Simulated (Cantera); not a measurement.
# Hydrocarbon pyrolysis for carbon deposition

A perfectly stirred reactor is fed with 4.50 % CH₄, 94.5 % H₂, 0.990 % N₂, at 58.0 Pa; it is held at 1925 K, and followed from long to short residence time.

Detailed kinetics in Cantera: GRI-Mech 3.0 (53 species, 325 reactions). GRI-Mech 3.0 stops at C3 and has no aromatics, soot or wall deposition, so with more carbon than oxygen in the feed, carbon stays in small species such as C2H2 where larger ones or solid carbon would form. Radical loss at walls, strong at low pressure, is not modelled.

```json
[
 {"τ (s)": "2.1", "x CH₄": "0.0164", "x H₂": "0.955", "x H": "0.00466", "x C₂H₂": "0.0128", "x C₂H": "8.94e-7", "x C₂H₆": "6.76e-7"},
 {"τ (s)": "0.79", "x CH₄": "0.0265", "x H₂": "0.950", "x H": "0.00372", "x C₂H₂": "0.00768", "x C₂H": "4.30e-7", "x C₂H₆": "1.33e-6"},
 {"τ (s)": "0.30", "x CH₄": "0.0369", "x H₂": "0.946", "x H": "0.00260", "x C₂H₂": "0.00271", "x C₂H": "1.07e-7", "x C₂H₆": "1.59e-6"},
 {"τ (s)": "0.12", "x CH₄": "0.0428", "x H₂": "0.944", "x H": "0.00134", "x C₂H₂": "0.000356", "x C₂H": "7.23e-9", "x C₂H₆": "7.59e-7"},
 {"τ (s)": "0.044", "x CH₄": "0.0445", "x H₂": "0.945", "x H": "0.000502", "x C₂H₂": "1.27e-5", "x C₂H": "9.64e-11", "x C₂H₆": "1.40e-7"},
 {"τ (s)": "0.017", "x CH₄": "0.0448", "x H₂": "0.945", "x H": "0.000194", "x C₂H₂": "3.44e-7", "x C₂H": "1.01e-12", "x C₂H₆": "2.20e-8"},
 {"τ (s)": "0.0064", "x CH₄": "0.0449", "x H₂": "0.945", "x H": "7.29e-5", "x C₂H₂": "7.15e-9", "x C₂H": "<1e-12", "x C₂H₆": "2.84e-9"},
 {"τ (s)": "0.0024", "x CH₄": "0.0450", "x H₂": "0.945", "x H": "2.73e-5", "x C₂H₂": "1.35e-10", "x C₂H": "<1e-12", "x C₂H₆": "2.97e-10"}
]
```
x: mole fraction; the columns are a selection and need not sum to one.
